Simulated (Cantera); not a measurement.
Feed: 1 mol Fe3O4, 1.8 mol C, 18 mol N2, 2.9 mol CO, at 5.20 mbar.

Equilibrium computed with Cantera from the NASA thermochemical tables; the gas is ideal and each condensed phase is pure. Candidate condensed phases: C, Fe, Fe(CO)5, FeO, Fe2O3, Fe3O4; 27 gas species. The tables' stoichiometric FeO is somewhat more stable than real wüstite, so its field is too wide. FeO: taken at fixed stoichiometry. The numbers say what is thermodynamically allowed, not how fast it happens. All values below are at 2148 K.

Base state: N2 0.721, CO 0.138, Fe 0.0843, CO2 0.0502, FeO 0.00434, O 0.000563, NO 0.000492, O2 0.000443 (mole fractions); condensed: FeO(l).

Task: What changes in the equilibrium state with this change: C from 1.8 to 7.7 mol?

Result: 
```tsv
species	before	after
N2	0.721	0.645
CO	0.138	0.247
Fe	0.0843	0.108
CO2	0.0502	4.22e-9
FeO	0.00434	<1e-9
O	0.000563	<1e-9
NO	0.000492	<1e-9
FeO(l), mol	0.790	0
C(graphite), mol	0	3.70
```
